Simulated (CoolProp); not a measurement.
The numbers come from the reference Helmholtz-energy equation of state, Bücker 2006 in CoolProp.

Question: For isobutane, give the phase and the cv (kJ/(kg K)), speed of sound (m/s), Joule-Thomson coefficient (K/MPa) at 575 K and 28.7 kPa; 575 K and 69.6 kPa; 575 K and 637 kPa.

Answer: 
- 575 K and 28.7 kPa: gas; cv 2.70, speed of sound 294, Joule-Thomson coefficient 3.12
- 575 K and 69.6 kPa: gas; cv 2.70, speed of sound 294, Joule-Thomson coefficient 3.12
- 575 K and 637 kPa: gas; cv 2.71, speed of sound 290, Joule-Thomson coefficient 3.15
